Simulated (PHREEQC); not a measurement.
Consider water at 25 °C with 7.3 mmol/kgw Cu(NO3)2, 0.37 mmol/kgw HCl and 0.26 mmol/kgw H3BO3. Closed to the air; pH follows from the charge balance.

Model: ion-association model, phreeqc.dat, run in PHREEQC.

Each row changes one thing in this solution. No solid was allowed to form.

```
case                                                  pH  ionic strength (mol/kgw)  H2BO3- (mol/kgw)
--------------------------------------------------  ----  ------------------------  ----------------
as made                                             3.48                    0.0223          5.30e-10
temperature from 25 to 45 °C                        3.49                    0.0222          7.53e-10
Cu(NO3)2 replaced by Cu(BF4)2 at the same molality  2.85                    0.0232          6.70e-10
temperature from 25 to 35 °C                        3.48                    0.0223          6.35e-10
Cu(NO3)2 left out                                   3.44                  0.000370          4.22e-10
Cu(NO3)2 replaced by Mn(NO3)2 at the same molality  3.48                    0.0222          5.30e-10
diluted 5-fold with water                           4.16                   0.00445          4.63e-10
```

Complexes and solids missing from the database can't appear. Constants without temperature data keep their 25 °C values here.
